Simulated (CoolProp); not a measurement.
Computed with CoolProp (reference Helmholtz-energy equation of state, Lemmon 2006). It is a short technical equation, of lower accuracy than the large ones.

Question: Give the vapour pressure (MPa), enthalpy of vaporisation (kJ/kg), surface tension (mN/m), liquid conductivity (mW/(m K)) of saturated C2F6 (R116) at 204.6, 246 K.

Answer: 
```csv
T (K),p (MPa),enthalpy of vaporisation (kJ/kg),surface tension (mN/m),liquid conductivity (mW/(m K))
204.6,0.165,113,9.76,72.3
246,0.837,89.0,4.50,55.9
```

Thermal conductivity comes from a separate model (Huber 2003), an estimate that may be off by 10 % or more. Surface tension comes from a separate correlation (Mulero 2012).
